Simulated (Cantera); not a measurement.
# Thermodynamics of hydrogen reduction and annealing atmospheres, feed Cu2O + H2 + H2O

A closed system holds: 1 mol Cu2O, 400 mol H2, 0.39 mol H2O, at 310000 Pa.

Method: chemical equilibrium by Gibbs-energy minimisation in Cantera with the NASA 1993 tables (ideal gas, pure condensed phases). Candidate condensed phases: Cu, CuO, Cu(OH)2, Cu2O, H2O; 12 gas species. Kinetics and transport are ignored.

```
T (°C)   x H2      x Cu    x H2O       x H     x Cu2      x OH       x O  n Cu(s)  n Cu(l)
------  -----  --------  -------  --------  --------  --------  --------  -------  -------
950     0.997   7.40e-9  0.00347   1.70e-7    <1e-12  5.35e-12    <1e-12     2.00        0
1050    0.997   8.66e-8  0.00347   8.99e-7  8.86e-12  4.53e-11    <1e-12     2.00        0
1150    0.997   6.75e-7  0.00347   3.77e-6  1.56e-10  2.85e-10    <1e-12        0     2.00
1250    0.997   3.88e-6  0.00347   1.31e-5   1.76e-9   1.41e-9    <1e-12        0     2.00
1350    0.996   1.79e-5  0.00347   3.92e-5   1.46e-8   5.72e-9    <1e-12        0     1.99
1450    0.996   6.88e-5  0.00347  0.000103   9.30e-8   1.97e-8  1.63e-12        0     1.97
1550    0.996  0.000227  0.00347  0.000246   4.80e-7   5.95e-8  1.13e-11        0     1.91
1650    0.995  0.000659  0.00347  0.000534   2.07e-6   1.60e-7  6.41e-11        0     1.73
1750    0.994   0.00172  0.00346   0.00108   7.66e-6   3.90e-7  3.07e-10        0     1.31
1850    0.990   0.00407  0.00345   0.00203   2.49e-5   8.74e-7   1.27e-9        0    0.343
```
x: gas mole fraction; n: condensed amount in mol.

From 950 °C to 1050 °C the condensed part is Cu(s). From 1150 °C to 1850 °C the condensed part is Cu(l).
